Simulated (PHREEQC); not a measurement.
## Buffer

Dissolve 0.0013 mol/kgw H3BO3 and 0.0017 mol/kgw NaOH at 11 °C. Closed to the air; pH follows from the charge balance.

Equilibrium calculation in PHREEQC: ion-association model, phreeqc.dat.

```yaml
pH: 11.10
ionic_strength: 0.00170 mol/kgw
total_alkalinity: 1.70 meq/kg
```

```tsv
species	molality	activity	log γ
Na+	0.00170	0.00163	-0.019
H2BO3-	0.00128	0.00122	-0.019
OH-	0.000422	0.000403	-0.020
H3BO3	2.21e-5	2.21e-5	0.000
```

This is a speciation only: nothing precipitates in the calculation. Complexes and solids missing from the database can't appear. At this temperature some constants are extrapolated from 25 °C, and those without enthalpy data are left unchanged.
